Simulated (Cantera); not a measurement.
What does this Cantera script print?

```python
import numpy as np
import cantera as ct

gas = ct.Solution("gri30.yaml")
gas.TPX = 500, 13332, {'CH4': 1, 'O2': 1.67, 'N2': 7.67}
flame = ct.FreeFlame(gas, width=0.16)
flame.set_refine_criteria(ratio=3, slope=0.08, curve=0.16)
flame.transport_model = "mixture-averaged"
flame.solve(loglevel=0, auto=True)
z, T = flame.grid, flame.T
thick = (T[-1] - T[0]) / np.gradient(T, z).max()
show = ['CH4', 'O2', 'CH2', 'H2', 'HO2', 'OH']
print(f"laminar burning velocity  {flame.velocity[0] * 100:.3f} cm/s")
print(f"burnt temperature         {T[-1]:.1f} K")
print(f"thermal thickness         {thick * 1e3:.4f} mm")
print(f"grid points               {len(z)}")
z0 = z[flame.heat_release_rate.argmax()]
print(f"{'z/mm':>9s}{'T/K':>9s}{'u/(m/s)':>9s}" + "".join(f"{s:>11s}" for s in show))
rows = []
for k in (-3, -2, -1.5, -1, -0.5, -0.25, 0, 0.25, 0.5, 1, 2, 4, 8):
    zz = z0 + k * thick
    rows.append([k * thick, np.interp(zz, z, T), np.interp(zz, z, flame.velocity),
                 *(np.interp(zz, z, flame.X[gas.species_index(s)]) for s in show)])
    print(f"{rows[-1][0] * 1e3:9.3f}{rows[-1][1]:9.1f}{rows[-1][2]:9.3f}" + "".join(f"{x:11.3e}" for x in rows[-1][3:]))
```

Result:

```
laminar burning velocity  95.410 cm/s
burnt temperature         2076.0 K
thermal thickness         2.5232 mm
grid points               169
     z/mm      T/K  u/(m/s)        CH4         O2        CH2         H2        HO2         OH
   -7.570    500.1    0.955  9.660e-02  1.613e-01  1.018e-17  1.077e-03  8.204e-08  1.265e-11
   -5.046    501.2    0.960  9.624e-02  1.609e-01  7.587e-14  3.770e-03  1.764e-06  4.213e-09
   -3.785    507.6    0.975  9.545e-02  1.600e-01  2.218e-11  7.431e-03  9.791e-06  1.563e-07
   -2.523    570.0    1.105  9.084e-02  1.553e-01  6.215e-09  1.525e-02  3.470e-05  4.922e-06
   -1.262    951.7    1.879  6.443e-02  1.255e-01  5.595e-07  2.849e-02  3.923e-05  4.148e-05
   -0.631   1325.3    2.650  3.540e-02  8.819e-02  1.363e-05  3.504e-02  8.659e-05  3.183e-04
    0.000   1663.2    3.357  9.526e-03  4.614e-02  5.809e-05  3.668e-02  5.826e-05  1.566e-03
    0.631   1812.6    3.665  1.021e-03  2.055e-02  2.524e-05  3.184e-02  7.255e-06  3.859e-03
    1.262   1846.1    3.726  5.927e-05  1.067e-02  2.281e-06  2.799e-02  8.348e-07  5.297e-03
    2.523   1862.6    3.744  1.698e-07  6.146e-03  8.293e-09  2.721e-02  3.751e-07  5.819e-03
    5.046   1876.8    3.763  3.714e-11  5.076e-03  2.356e-12  2.797e-02  3.146e-07  5.756e-03
   10.093   1895.3    3.794  1.518e-15  4.545e-03  2.805e-16  2.788e-02  2.814e-07  5.587e-03
   20.186   1923.1    3.842  2.024e-16  3.858e-03  1.379e-16  2.734e-02  2.394e-07  5.274e-03
```

Detailed kinetics in Cantera: GRI-Mech 3.0 (53 species, 325 reactions). Burning velocities carry a grid error of a few per cent, more on coarse grids.
